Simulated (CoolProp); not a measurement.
Computed with CoolProp (reference Helmholtz-energy equation of state, Fiedler 2023).

Question: For tetrahydrofuran, give the phase and the speed of sound (m/s) at 487 K and 1.25 MPa; 536.4 K and 15 MPa; 408.7 K and 0.0955 MPa.

Answer: 
- 487 K and 1.25 MPa: gas; speed of sound 217
- 536.4 K and 15 MPa: liquid; speed of sound 482
- 408.7 K and 0.0955 MPa: gas; speed of sound 223
